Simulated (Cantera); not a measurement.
Charge: 1 mol CF₄, 0.086 mol Si, at 1948 K and 10.0 Torr.

Equilibrium computed with Cantera from the NASA thermochemical tables; the gas is ideal and each condensed phase is pure. Candidate condensed phases: C, Si, SiC; 23 gas species. Gases not in the tables: C₂F₆ and larger saturated fluorocarbons. Equilibrium is a limit: real reactors are often held back by kinetics, nucleation or transport.

Base state: CF₄ 0.839, SiF₄ 0.0824, CF₂ 0.0568, F 0.0166, CF₃ 0.00522, CF 5.90e-5 (mole fractions); condensed: C(graphite).

**Question.** What changes in the equilibrium state with this change: pressure from 10.0 Torr to 0.315 Torr?

**Answer.** 
```json
[
 {"species": "CF₄", "before": "0.839", "after": "0.500"},
 {"species": "CF₂", "before": "0.0568", "after": "0.223"},
 {"species": "F", "before": "0.0166", "after": "0.205"},
 {"species": "SiF₄", "before": "0.0824", "after": "0.0630"},
 {"species": "CF", "before": "5.90e-5", "after": "0.000596"},
 {"species": "CF₃", "before": "0.00522", "after": "0.00799"},
 {"species": "C(graphite), mol", "before": "0.0592", "after": "0"}
]
```
